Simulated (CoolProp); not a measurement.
Properties of n-heptane along the isobar 0.934 MPa (Tc = 541.2 K, pc = 2.774 MPa, ω = 0.349).

Model: reference Helmholtz-energy equation of state, Span 2003, in CoolProp. It is a short technical equation, of lower accuracy than the large ones.

```tsv
T (K)	phase	cp (kJ/(kg K))	conductivity (mW/(m K))
300.6	liquid	2.248	122
320.6	liquid	2.327	116
340.5	liquid	2.412	110
360.5	liquid	2.502	105
380.4	liquid	2.596	99.5
400.4	liquid	2.697	94.4
420.4	liquid	2.804	89.4
440.3	liquid	2.924	84.6
460.3	liquid	3.068	79.7
480.2	gas	2.721	35.6
500.2	gas	2.723	37.5
520.2	gas	2.752	39.5
540.1	gas	2.793	41.6
560.1	gas	2.840	43.9
580	gas	2.891	46.2
600	gas	2.943	48.6
```

Thermal conductivity comes from a separate model (Assael 2013).
